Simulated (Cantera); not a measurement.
Input (Python, Cantera) and output of one run.

```python
import numpy as np
import cantera as ct

gas_names = """
    H HNO HNO2 HNO3 HO2 H2 H2O H2O2 N NH NH2 NH3 NH2OH NO NO2 NO3 N2 N2H2 N2H4 N2O O OH O2 O3 Zr ZrN ZrO
    ZrO2
""".split()
cond_names = """
    H2O(s) H2O(L) Zr(a) Zr(b) Zr(L) ZrN(s) ZrN(L) ZrO2(a) ZrO2(b) ZrO2(L)
""".split()


def load(file, names, dense=False):
    # The tables refer to 1 bar. Condensed volumes are neglected.
    table = {s.name: s for s in ct.Species.list_from_file(file)}
    out = []
    for n in names:
        d = dict(table[n].input_data)
        d["thermo"] = dict(d["thermo"], **{"reference-pressure": 1e5})
        if dense:
            d["equation-of-state"] = {"model": "constant-volume", "density": "1e6 g/cm^3"}
        out.append(ct.Species.from_dict(d))
    return out


gas = ct.Solution(thermo="ideal-gas", species=load("nasa_gas.yaml", gas_names))
cond = {s.name: ct.Solution(thermo="fixed-stoichiometry", species=[s], name=s.name)
        for s in load("nasa_condensed.yaml", cond_names, dense=True)}
atoms = {
    'Zr': {'Zr': 1},
    'H2O': {'H': 2, 'O': 1},
    'N2': {'N': 2},
}
top_T = {}  # K; cautious upper limits of use, not melting points


def equilibrate(T, P, feed):
    n = {}
    for name, mol in feed.items():
        for a, k in atoms[name].items():
            n[a] = n.get(a, 0.0) + k * mol
    gas.TPX = T, P, n
    mass = sum(n.values()) * gas.mean_molecular_weight
    gas.equilibrate("TP")
    valid = [c for c in cond.values() if c.min_temp <= T <= top_T.get(c.name, c.max_temp)]
    mix = ct.Mixture([(gas, mass / gas.mean_molecular_weight)] + [(c, 0.0) for c in valid])
    mix.T, mix.P = T, P
    mix.equilibrate("TP", solver="vcs", rtol=1e-11, max_steps=5000)
    return mix


results = []
feed = {'Zr': 1, 'H2O': 0.055, 'N2': 4.6}  # mol
P = 0.3  # Pa
for T in [1350, 1450, 1550, 1650, 1750, 1850, 1950, 2050, 2150, 2250]:
    mix = equilibrate(T, P, feed)
    results.append((T, P, feed, dict(zip(mix.species_names, mix.species_moles))))

top = {s: max(r[3][s] / sum(r[3][g] for g in gas_names) for r in results) for s in gas_names}
cols = sorted((s for s in top if top[s] > 1e-05), key=lambda s: -top[s])[:9]
seen = [c for c in cond_names if any(r[3].get(c, 0) > 1e-12 for r in results)]
print("log10 of partial pressures in bar; condensed amounts in mol")
print(f"{'T/K':>10s}" + "".join(f"{s[:9]:>10s}" for s in cols + seen))
for T, P, feed, n in results:
    ng = sum(n[g] for g in gas_names)
    print(f"{T:10.4g}" + "".join(f"{np.log10(max(n[s] / ng * P / 1e5, 1e-99)):10.3f}" for s in cols)
          + "".join(f"{n.get(c, 0):10.4g}" for c in seen))
```

Result:

```
log10 of partial pressures in bar; condensed amounts in mol
       T/K        N2         H        H2       ZrO        Zr      ZrO2         N    ZrN(s)   ZrO2(a)   ZrO2(b)
      1350    -5.529    -9.325    -7.405   -18.325   -22.714   -20.319   -17.831    0.9725    0.0275         0
      1450    -5.529    -8.731    -7.413   -16.177   -20.136   -18.208   -16.555    0.9725    0.0275         0
      1550    -5.529    -8.220    -7.437   -14.316   -17.893   -16.384   -15.443    0.9725         0    0.0275
      1650    -5.530    -7.793    -7.503   -12.685   -15.924   -14.788   -14.466    0.9725         0    0.0275
      1750    -5.531    -7.461    -7.656   -11.243   -14.182   -13.378   -13.600    0.9725         0    0.0275
      1850    -5.533    -7.248    -7.959    -9.959   -12.631   -12.122   -12.827    0.9724         0   0.02742
      1950    -5.534    -7.151    -8.421    -8.810   -11.240   -10.998   -12.133    0.9714         0    0.0264
      2050    -5.537    -7.123    -8.957    -7.775    -9.986    -9.986   -11.507    0.9605         0   0.01545
      2150    -5.540    -7.118    -9.486    -7.417    -8.849   -10.228   -10.940    0.9431         0         0
      2250    -5.542    -7.119    -9.979    -7.419    -7.816   -11.102   -10.422     0.923         0         0
```

Cantera equilibrium calculation (NASA polynomials, part measured and part estimated; ideal gas, pure solids and liquids). Mutual solubility and eutectic melting of coexisting phases are not modelled. ZrN: taken at fixed stoichiometry. Condensed phases not in the tables: solid solutions among these carbides, nitrides and lower oxides.
